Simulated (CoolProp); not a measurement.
Properties of ethylene along the isobar 637 kPa (Tc = 9.2 °C, pc = 5042 kPa, ω = 0.087).

Values from CoolProp's reference Helmholtz-energy equation of state, Smukala 2000.

```json
[
 {"T (°C)": "-35.15", "phase": "gas", "Z": "0.9236", "fugacity coefficient": "0.9289"},
 {"T (°C)": "-12.55", "phase": "gas", "Z": "0.9432", "fugacity coefficient": "0.9460"},
 {"T (°C)": "9.95", "phase": "gas", "Z": "0.9565", "fugacity coefficient": "0.9581"},
 {"T (°C)": "32.45", "phase": "gas", "Z": "0.9660", "fugacity coefficient": "0.9669"},
 {"T (°C)": "55.05", "phase": "gas", "Z": "0.9730", "fugacity coefficient": "0.9736"},
 {"T (°C)": "77.55", "phase": "gas", "Z": "0.9784", "fugacity coefficient": "0.9787"},
 {"T (°C)": "100.05", "phase": "gas", "Z": "0.9825", "fugacity coefficient": "0.9827"},
 {"T (°C)": "122.65", "phase": "gas", "Z": "0.9858", "fugacity coefficient": "0.9859"},
 {"T (°C)": "145.15", "phase": "gas", "Z": "0.9884", "fugacity coefficient": "0.9885"}
]
```
